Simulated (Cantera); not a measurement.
## Equilibrium for roasting and sulfation: FeS₂ + SO₂ + CO₂

A closed system holds: 1 mol FeS₂, 0.14 mol SO₂, 0.36 mol CO₂, held at 15000 Pa.

Cantera equilibrium calculation (NASA polynomials, part measured and part estimated; ideal gas, pure solids and liquids). Candidate condensed phases: C, Fe, Fe(CO)₅, FeO, FeS, FeSO₄, FeS₂, Fe₂O₃, Fe₂(SO₄)₃, Fe₃O₄, S; 25 gas species. FeS: taken at fixed stoichiometry. Gases not in the tables: S₃ to S₇. Rates play no part.

| T (°C) | log p CO₂ | log p S₂ | log p SO₂ | log p CO | log p S₂O | log p COS | log p SO | n FeS(s) | n FeS₂(s) |
|---|---|---|---|---|---|---|---|---|---|
| 577 | -0.97 | -2.92 | -1.38 | -4.63 | -4.08 | -4.62 | -6.72 | 0.00875 | 0.991 |
| 627 | -1.00 | -1.95 | -1.41 | -4.05 | -3.38 | -3.87 | -6.08 | 0.0845 | 0.916 |
| 677 | -1.27 | -1.13 | -1.68 | -3.67 | -2.91 | -3.36 | -5.64 | 1.00 | 0 |
| 727 | -1.27 | -1.13 | -1.68 | -3.40 | -2.92 | -3.33 | -5.30 | 1.00 | 0 |
| 777 | -1.28 | -1.13 | -1.68 | -3.15 | -2.93 | -3.31 | -5.00 | 1.00 | 0 |
| 827 | -1.28 | -1.13 | -1.67 | -2.93 | -2.94 | -3.29 | -4.72 | 1.00 | 0 |
| 877 | -1.29 | -1.14 | -1.67 | -2.73 | -2.94 | -3.27 | -4.47 | 1.00 | 0 |
| 927 | -1.30 | -1.14 | -1.66 | -2.55 | -2.95 | -3.27 | -4.24 | 1.00 | 0 |
| 977 | -1.31 | -1.14 | -1.65 | -2.39 | -2.95 | -3.27 | -4.02 | 1.00 | 0 |
| 1027 | -1.32 | -1.14 | -1.63 | -2.25 | -2.95 | -3.27 | -3.82 | 1.00 | 0 |
| 1077 | -1.34 | -1.15 | -1.62 | -2.13 | -2.96 | -3.28 | -3.63 | 1.00 | 0 |
log p: log10 of the partial pressure in bar; n: condensed amount in mol.

From 577 °C to 627 °C the condensed part is FeS(s) + FeS₂(s). From 677 °C to 1077 °C the condensed part is FeS(s).
